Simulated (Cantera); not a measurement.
Input: 1 mol trisilylamine, 1.4 mol N₂, held at 1773.15 K and 7.90 mbar.

Method: chemical equilibrium by Gibbs-energy minimisation in Cantera with the NASA 1993 tables (ideal gas, pure condensed phases). Candidate condensed phases: Si, Si₃N₄; 18 gas species. The feed counts by its element totals alone. Gases not in the tables: Si₂H₆ and higher silanes. Equilibrium is a limit: real reactors are often held back by kinetics, nucleation or transport.

Base state: H₂ 0.701, N₂ 0.296, H 0.00268, Si 0.000270, SiH 2.48e-5, SiH₂ 1.73e-5, Si₂N 1.04e-5 (mole fractions); condensed: Si(l).

**Question.** What changes in the equilibrium state with this change: temperature from 1773.15 K to 1375 K?

**Answer.** 
| species | before | after |
|---|---|---|
| H₂ | 0.701 | 1.000 |
| N₂ | 0.296 | 0.000408 |
| H | 0.00268 | 3.85e-5 |
| SiH₂ | 1.73e-5 | 2.58e-7 |
| Si₂N | 1.04e-5 | <1e-9 |
| Si | 0.000270 | 5.20e-8 |
| SiH | 2.48e-5 | 2.60e-8 |
| Si(l), mol | 3.00 | 0 |
| Si(s), mol | 0 | 0.153 |
| Si₃N₄(s), mol | 0 | 0.949 |
Mutual solubility and eutectic melting of coexisting phases are not modelled.

**Question.** What changes in the equilibrium state with this change: trisilylamine replaced by SiH₂Cl₂?

**Answer.** 
```csv
species,before,after
N₂,0.296,0.412
H₂,0.701,0.230
SiCl₂,0,0.225
HCl,0,0.127
SiCl₃,0,0.00302
Cl,0,0.000652
SiCl,0,0.000647
SiCl₄,0,6.86e-5
"Si(l), mol",3.00,0.220
```
The tables' values for SiCl₃, SiCl are old estimates; treat these amounts as uncertain. Further candidate phases: NH₄Cl.

**Question.** What changes in the equilibrium state with this change: temperature from 1773.15 K to 1675 K?

**Answer.** 
```
species          before    after
-------------  --------  -------
H₂                0.701    0.869
N₂                0.296    0.130
H               0.00268  0.00122
Si             0.000270  5.49e-5
Si₂N            1.04e-5  2.09e-6
SiH             2.48e-5  7.64e-6
SiH₂            1.73e-5  9.77e-6
Si(l), mol         3.00        0
Si(s), mol            0     1.16
Si₃N₄(s), mol         0    0.613
```
Mutual solubility and eutectic melting of coexisting phases are not modelled.
